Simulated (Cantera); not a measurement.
Feed: 1 mol BN, 44 mol HCl, 1.7 mol H₂, 1.5 mol NF₃, equilibrated at 1402 °C and 0.825 Torr.

These are equilibrium values from Cantera (NASA tables, ideal gas, pure condensed phases), not measurements of a reactor. Candidate condensed phases: B, BN, NH₄Cl; 40 gas species. The tables' values for BF₂, BClF, BCl₂, BCl are old estimates; treat these amounts as uncertain. Gases not in the tables: BHCl₂. Kinetics and transport are ignored.

Question: What is the equilibrium state?

Answer: 
```
Quantity                            Result
-------------------------------  ---------
x(HCl)                               0.879
x(HF)                               0.0338
x(H₂)                               0.0257
x(N₂)                               0.0254
x(BF₃)                              0.0183
x(Cl)                               0.0150
x(BF₂)                             0.00130
x(H)                              0.000561
x(BCl₃)                           0.000452
gas amount                       49.12 mol
log10 activity of B(s) (absent)      -4.19
```
